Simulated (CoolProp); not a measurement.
Vapour-liquid equilibrium of R22 (1) + n-hexane (2) at -4.45 °C; x and y are mole fractions of (1).

Values from CoolProp's multi-fluid Helmholtz-energy mixture model, Kamei 1995 and Thol 2019; pair parameters Bell 2016.

```tsv
x	bubble pressure (bar)	y at the bubble point	dew pressure at overall composition x (bar)	liquid density (mol/L)
0.05	0.3981	0.884	___	8.112
0.15	1.053	0.959	0.05572	8.559
0.25	1.618	0.975	0.06313	9.046
0.35	2.085	0.982	0.07280	9.581
0.45	2.467	0.986	0.08595	10.17
0.55	2.789	0.989	0.1049	10.82
0.65	3.080	0.991	0.1346	11.55
0.75	3.372	0.993	0.1876	___
0.85	3.695	0.995	0.3096	13.31
0.95	4.076	___	0.8826	14.39
```

### Question
What belongs in the gaps?

### Answer

- 0.05, dew pressure at overall composition x (bar): 0.04987
- 0.75, liquid density (mol/L): 12.37
- 0.95, y at the bubble point: 0.998

No azeotrope shows between x = 0.05 and 0.95.

The pair parameters rest on a limited set of measurements; away from them the model extrapolates. With so large a gap from Raoult's law the liquid may split in two, which this calculation doesn't test in full.
